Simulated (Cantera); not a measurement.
A perfectly stirred reactor is fed with CH₃OH : O₂ : N₂ = 0.019 : 0.052 : 1 (molar parts), equivalence ratio 0.55, at 170000 Pa; it is held at 1450 K, and followed from long to short residence time.

Computed with Cantera and GRI-Mech 3.0 (53 species, 325 reactions). GRI-Mech 3.0 was tuned for natural gas; its chemistry of methanol as a main component is partial and can be far from experiment. The temperature is held fixed by assumption; the heat of reaction is taken as removed at once.

### Question
What does this change do: pressure from 170000 Pa to 100000 Pa?

### Answer
```csv
quantity,before,after
x(CH₃OH) at τ = 0.310 s,2.43e-6,2.66e-6
x(O₂) at τ = 0.310 s,0.0218,0.0218
x(C₂H) at τ = 0.310 s,<1e-12,<1e-12
x(CH₂) at τ = 0.310 s,2.32e-11,5.13e-11
x(OH) at τ = 0.310 s,0.000118,0.000172
x(CH₃OH) at τ = 9.80 ms,1.97e-5,1.95e-5
x(O₂) at τ = 9.80 ms,0.0223,0.0224
x(C₂H) at τ = 9.80 ms,<1e-12,<1e-12
x(CH₂) at τ = 9.80 ms,2.49e-9,7.13e-9
x(OH) at τ = 9.80 ms,0.000327,0.000474
```
